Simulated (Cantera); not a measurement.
Feed: 1 mol Si₃N₄, 0.12 mol O₂, 1.5 mol H₂, held at 0.000330 bar.

Cantera equilibrium calculation (NASA polynomials, part measured and part estimated; ideal gas, pure solids and liquids). Candidate condensed phases: H₂O, Si, SiO₂, Si₂N₂O, Si₃N₄; 35 gas species. The tables' values for SiN are old estimates; treat these amounts as uncertain. Gases not in the tables: Si₂H₆ and higher silanes. The numbers say what is thermodynamically allowed, not how fast it happens. All values below are at 1627 °C.

Base state: N₂ 0.507, H₂ 0.367, SiO 0.0608, Si 0.0382, H 0.0265, SiH 0.000365, Si₂ 0.000307, Si₂N 0.000239 (mole fractions); condensed: Si(l).

Problem. What changes in the equilibrium state with this change: Si₃N₄ replaced by SiC?

Solution. 
| species | before | after |
|---|---|---|
| H₂ | 0.367 | 0.812 |
| CO | 0 | 0.0742 |
| SiO | 0.0608 | 0.0589 |
| N₂ | 0.507 | 0 |
| Si | 0.0382 | 0.0148 |
| H | 0.0265 | 0.0394 |
| Si₂C | 0 | 0.000259 |
| Si₂N | 0.000239 | 0 |
| SiN | 0.000165 | 0 |
| Si₃ | 6.93e-5 | 4.02e-6 |
| Si(l), mol | 2.60 | 0 |
| SiC(s), mol | 0 | 0.866 |
Further candidate phases: C, C₆H₆, C₇H₈, C₈H₁₈, SiC.
